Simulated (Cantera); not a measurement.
Input: 1 mol Si3N4, 0.0012 mol O2, 210 mol H2, at 1.00 bar.

These are equilibrium values from Cantera (NASA tables, ideal gas, pure condensed phases), not measurements of a reactor. Candidate condensed phases: H2O, Si, SiO2, Si2N2O, Si3N4; 35 gas species. Mutual solubility and eutectic melting of coexisting phases are not modelled. Rates play no part.

log p: log10 of the partial pressure in bar; n: condensed amount in mol.

```
T (K)  log p H2  log p N2  log p H  log p SiH2  log p SiO  log p SiH4  log p NH3  n Si2N2O(s)  n Si3N4(s)  n Si(s)
-----  --------  --------  -------  ----------  ---------  ----------  ---------  -----------  ----------  -------
1223       0.00     -5.43    -6.52       -8.93     -10.27       -7.37      -6.48      0.00240       0.998        0
1248       0.00     -5.43    -6.33       -8.52      -9.77       -7.14      -6.53      0.00240       0.998        0
1273       0.00     -5.42    -6.15       -8.12      -9.30       -6.93      -6.57      0.00240       0.998        0
1298       0.00     -5.42    -5.97       -7.74      -8.84       -6.72      -6.61      0.00240       0.998        0
1323       0.00     -5.41    -5.80       -7.37      -8.40       -6.52      -6.65      0.00240       0.998        0
1348       0.00     -5.39    -5.64       -7.03      -7.98       -6.33      -6.68      0.00240       0.998        0
1373       0.00     -5.36    -5.48       -6.70      -7.58       -6.16      -6.71      0.00239       0.998        0
1398       0.00         ?    -5.32       -6.44      -7.22       -6.05      -6.70      0.00239       0.998        0
1423       0.00         ?    -5.18       -6.28      -6.92       -6.03      -6.61      0.00237       0.998  0.00153
1448       0.00         ?    -5.04       -6.13      -6.63       -6.02      -6.53      0.00235       0.997  0.00363
1473       0.00         ?    -4.90       -5.98      -6.35       -6.00      -6.45      0.00231       0.996  0.00706
1498       0.00         ?    -4.76       -5.84      -6.08       -5.99      -6.38      0.00223       0.994   0.0126
1523       0.00         ?    -4.64       -5.70      -5.82       -5.98      -6.30      0.00208       0.991   0.0214
1548       0.00         ?    -4.51       -5.56      -5.57       -5.96      -6.23      0.00183       0.987   0.0351
```

Problem. Fill in the missing entries.

Solution. 
- 1398, log p N2: -5.26
- 1423, log p N2: -5.02
- 1448, log p N2: -4.79
- 1473, log p N2: -4.56
- 1498, log p N2: -4.34
- 1523, log p N2: -4.13
- 1548, log p N2: -3.93
